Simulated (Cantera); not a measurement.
A closed system holds: 1 mol MgSO₄, 0.082 mol H₂, 0.031 mol CO₂, held at 1848.15 K and 0.0130 bar.

Cantera equilibrium calculation (NASA polynomials, part measured and part estimated; ideal gas, pure solids and liquids). Candidate condensed phases: C, C₆H₆, C₇H₈, C₈H₁₈, H₂O, H₂SO₄, Mg, MgCO₃, MgO, Mg(OH)₂, MgS, MgSO₄, S; 130 gas species. Rates play no part.

Base state: SO₂ 0.635, O₂ 0.291, H₂O 0.0510, CO₂ 0.0196, OH 0.00210, O 0.000897, SO₃ 0.000348, SO 0.000346 (mole fractions); condensed: MgO(s).

Problem. What changes in the equilibrium state with this change: MgSO₄ replaced by Mg(OH)₂?

Solution. 
```csv
species,before,after
H₂O,0.0510,0.902
H₂,6.91e-5,0.0674
CO₂,0.0196,0.0214
SO₂,0.635,0
O₂,0.291,9.60e-5
SO₃,0.000348,0
SO,0.000346,0
CO,0.000107,0.00641
O,0.000897,1.63e-5
"MgO(s), mol",1.000,1.000
```

Problem. What changes in the equilibrium state with this change: temperature from 1848.15 K to 1975 K?

Solution. 
| species | before | after |
|---|---|---|
| SO₂ | 0.635 | 0.633 |
| O₂ | 0.291 | 0.290 |
| H₂O | 0.0510 | 0.0497 |
| OH | 0.00210 | 0.00409 |
| O | 0.000897 | 0.00260 |
| CO₂ | 0.0196 | 0.0193 |
| H | 3.87e-5 | 0.000167 |
| SO | 0.000346 | 0.00122 |
| CO | 0.000107 | 0.000337 |
| H₂ | 6.91e-5 | 0.000193 |
| SO₃ | 0.000348 | 0.000234 |
| MgO(s), mol | 1.000 | 1.000 |

Problem. What changes in the equilibrium state with this change: temperature from 1848.15 K to 1998 K?

Solution. 
```tsv
species	before	after
SO₂	0.635	0.632
O₂	0.291	0.289
H₂O	0.0510	0.0493
OH	0.00210	0.00457
O	0.000897	0.00311
CO₂	0.0196	0.0192
H	3.87e-5	0.000213
SO	0.000346	0.00150
CO	0.000107	0.000408
H₂	6.91e-5	0.000229
SO₃	0.000348	0.000219
MgO(s), mol	1.000	1.000
```
